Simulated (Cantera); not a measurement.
Gas mixture: 43.9 % CH₄, 41.5 % C₂H₄, 14.6 % C₂H₆, at 6.40 bar, frozen composition.

Cantera's kinetic-theory transport with the Lennard-Jones parameters of GRI-Mech 3.0, ideal gas; thermal conductivity in the mixture-averaged form. The composition is frozen, though it would react at the higher temperatures.

D: mixture-averaged diffusion coefficient of that species in the mixture.

| T (K) | ρ (kg/m³) | cp (J/kg/K) | μ (µPa s) | λ (mW/m/K) | Pr | D (cm²/s) H₂ | D (cm²/s) C₂H₂ | D (cm²/s) O |
|---|---|---|---|---|---|---|---|---|
| 400 | 4.44 | 2130 | 13.6 | 40.6 | 0.715 | ? | 0.0384 | 0.0733 |
| 550 | 3.23 | 2675 | 17.8 | 65.9 | 0.723 | ? | 0.0687 | 0.128 |
| 700 | 2.54 | 3150 | 21.5 | 93.1 | 0.727 | ? | 0.105 | 0.193 |
| 850 | 2.09 | 3526 | 24.8 | 121 | 0.725 | ? | 0.148 | 0.268 |
| 1000 | 1.78 | 3869 | 27.9 | 148 | 0.728 | ? | 0.196 | 0.353 |
| 1150 | 1.54 | 4142 | 30.8 | 175 | 0.729 | ? | 0.248 | 0.446 |
| 1300 | 1.37 | 4373 | 33.5 | 201 | 0.728 | ? | 0.306 | 0.547 |

### Question
Fill in the missing entries.

### Answer

- 400, D (cm²/s) H₂: 0.171
- 550, D (cm²/s) H₂: 0.295
- 700, D (cm²/s) H₂: 0.443
- 850, D (cm²/s) H₂: 0.613
- 1000, D (cm²/s) H₂: 0.803
- 1150, D (cm²/s) H₂: 1.01
- 1300, D (cm²/s) H₂: 1.24
